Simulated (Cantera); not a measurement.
Input (Python, Cantera):

```python
import numpy as np
import cantera as ct

gas = ct.Solution("gri30.yaml")


def delay(T, t_max=10):
    gas.TPX = T, 32000, {'CH3OH': 1, 'O2': 1.07, 'N2': 4.03}
    reactor = ct.IdealGasReactor(gas, clone=False)
    net = ct.ReactorNet([reactor])
    net.rtol, net.atol = 1e-8, 1e-16
    while net.time < t_max:
        t_old, T_old = net.time, reactor.T
        net.step()
        if reactor.T > T + 400:  # ignition: a rise of 400 K
            return t_old + (T + 400 - T_old) / (reactor.T - T_old) * (net.time - t_old)
    return np.nan


taus = []
for T in [1300, 1350, 1400, 1450, 1500, 1550, 1600, 1650]:
    taus.append(delay(T))
    print(f"T0 = {T:6g} K   tau = {taus[-1]:.4e} s")
```

Result:

```
T0 =   1300 K   tau = 5.3650e-03 s
T0 =   1350 K   tau = 2.7689e-03 s
T0 =   1400 K   tau = 1.5117e-03 s
T0 =   1450 K   tau = 8.6910e-04 s
T0 =   1500 K   tau = 5.2364e-04 s
T0 =   1550 K   tau = 3.2908e-04 s
T0 =   1600 K   tau = 2.1470e-04 s
T0 =   1650 K   tau = 1.4477e-04 s
```

Model: GRI-Mech 3.0 (53 species, 325 reactions), integrated in Cantera. GRI-Mech 3.0 was tuned for natural gas; its chemistry of methanol as a main component is partial and can be far from experiment.
